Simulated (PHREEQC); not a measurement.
# Metal-bearing waste water

Consider water at 25 °C with 3.1 mmol/kgw Pb(NO3)2 and 10 mmol/kgw H3AsO4. Closed to the air; pH follows from the charge balance.

The numbers come from PHREEQC with the ion-association model, wateq4f.dat.

```json
{
 "pH": "2.31",
 "ionic_strength": "0.0144 mol/kgw",
 "total_alkalinity": "-10.0 meq/kg"
}
```

| species | molality | activity | log γ |
|---|---|---|---|
| NO3- | 0.00604 | 0.00532 | -0.055 |
| H+ | 0.00539 | 0.00486 | -0.045 |
| H2AsO4- | 0.00539 | 0.00478 | -0.052 |
| H3AsO4 | 0.00461 | 0.00463 | 0.001 |
| Pb+2 | 0.00294 | 0.00181 | -0.210 |
| PbNO3+ | 0.000161 | 0.000143 | -0.052 |
| HAsO4-2 | 1.10e-7 | 6.80e-8 | -0.210 |
| PbOH+ | 8.21e-9 | 7.28e-9 | -0.052 |

No solid was allowed to form. The database has no arsenate complexes of Pb.
